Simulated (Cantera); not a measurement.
Mixture: CH4 : O2 : N2 = 1 : 3.23 : 12.1 (molar parts), at 1.00 bar, adiabatic and at constant volume. Ignition delay is the time to a rise of 400 K.

Detailed kinetics in Cantera: GRI-Mech 3.0 (53 species, 325 reactions).

Task: What does this change do: pressure from 1.00 bar to 5.00 bar?

Result: 
```
quantity                                                before       after
--------------------------------------------------  ----------  ----------
delay at 1150 K                                        71.8 ms     14.8 ms
delay at 1250 K                                        17.0 ms     4.02 ms
delay at 1350 K                                        4.73 ms     1.24 ms
delay at 1450 K                                        1.55 ms    0.429 ms
delay at 1550 K                                       0.604 ms    0.166 ms
apparent activation energy between 1500 and 1600 K  170 kJ/mol  180 kJ/mol
```
